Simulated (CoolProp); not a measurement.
Model: reference Helmholtz-energy equation of state, Thol 2016, in CoolProp.

Problem. For R1234ze(E), give the phase and the density (kg/m³), cv (kJ/(kg K)), speed of sound (m/s), expansivity (1/kK) at -28.95 °C and 15 MPa; -68.05 °C and 0.551 MPa.

Solution. 
- -28.95 °C and 15 MPa: liquid; density 1350, cv 0.868, speed of sound 853, expansivity 1.73
- -68.05 °C and 0.551 MPa: liquid; density 1420, cv 0.834, speed of sound 952, expansivity 1.76
